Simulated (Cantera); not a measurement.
Charge: 1 mol Si, 4.3 mol HCl, 18 mol H2, at 100 Torr.

Method: chemical equilibrium by Gibbs-energy minimisation in Cantera with the NASA 1993 tables (ideal gas, pure condensed phases). Candidate condensed phases: Si; 19 gas species. The tables' values for SiCl3 are old estimates; treat these amounts as uncertain. Equilibrium is a limit: real reactors are often held back by kinetics, nucleation or transport.

log p: log10 of the partial pressure in bar; n: condensed amount in mol.

```
T (K)  log p H2   log p HCl  log p SiCl4  log p SiCl2  log p SiHCl3  n Si(s)
-----  --------  ----------  -----------  -----------  ------------  -------
575       -0.90       -2.72        -2.20         <-12         -5.21        0
650       -0.90       -2.72        -2.21       -12.60         -4.48        0
725       -0.90       -2.70        -2.21   (withheld)    (withheld)        0
800       -0.90       -2.66        -2.23        -8.17         -3.51        0
875       -0.90  (withheld)        -2.25   (withheld)    (withheld)        0
950       -0.91       -2.53        -2.28        -5.39         -3.00        0
1025      -0.91       -2.45        -2.33        -4.40         -2.85        0
1100      -0.91       -2.35        -2.40        -3.62         -2.78        0
1175      -0.92       -2.20        -2.49        -3.13         -2.83   0.0321
1250      -0.92       -2.06        -2.65        -2.79         -2.96   0.0697
1325      -0.93       -1.96        -2.90        -2.55         -3.16   0.0777
```

**Question.** What belongs in the gaps?

**Answer.** 
- 875, log p HCl: -2.60
- 875, log p SiCl2: -6.63
- 875, log p SiHCl3: -3.21
- 725, log p SiCl2: -10.12
- 725, log p SiHCl3: -3.93
